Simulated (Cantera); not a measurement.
Input: 1 mol NaCl, 11 mol N2, equilibrated at 1250 K and 3.40e-5 bar.

Equilibrium computed with Cantera from the NASA thermochemical tables; the gas is ideal and each condensed phase is pure. Candidate condensed phases: Na, NaCl; 8 gas species. Equilibrium is a limit: real reactors are often held back by kinetics, nucleation or transport.

Base state: N2 0.917, NaCl 0.0833, Na 3.68e-5, Cl 3.68e-5, Na2Cl2 1.30e-5 (mole fractions); condensed: gas only.

Task: What changes in the equilibrium state with this change: N2 from 11 to 0.25 mol?

Result: 
```tsv
species	before	after
NaCl	0.0833	0.798
N2	0.917	0.200
Na2Cl2	1.30e-5	0.00120
Na	3.68e-5	0.000114
Cl	3.68e-5	0.000114
```
